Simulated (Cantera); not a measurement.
Input: 1 mol Si, 0.013 mol O2, 12 mol H2, 0.014 mol CO2, held at 1450 K and 30.0 Pa.

Method: chemical equilibrium by Gibbs-energy minimisation in Cantera with the NASA 1993 tables (ideal gas, pure condensed phases). Candidate condensed phases: C, C6H6, C7H8, C8H18, H2O, Si, SiC, SiO2; 123 gas species. Mutual solubility and eutectic melting of coexisting phases are not modelled. Rates play no part.

Base state: H2 0.995, SiO 0.00438, H 0.000545, CO 9.84e-5, Si 1.03e-5 (mole fractions); condensed: Si(s) + SiC(s).

Question: What changes in the equilibrium state with this change: pressure from 30.0 Pa to 260000 Pa?

Answer: 
```
species                before    after
-------------------  --------  -------
H2                      0.995    1.000
SiO                   0.00438  7.76e-5
CH4                   5.84e-9  5.11e-5
H                    0.000545  5.86e-6
Si                    1.03e-5  1.18e-9
CO                    9.84e-5  1.74e-6
Si(s), mol              0.934    0.959
SiC(s), mol            0.0128   0.0134
SiO2(β-quartz), mol         0   0.0265
```
The tables hold silica as quartz up to 1696 K and as liquid above; real silica turns to tridymite and cristobalite and melts near 1996 K.
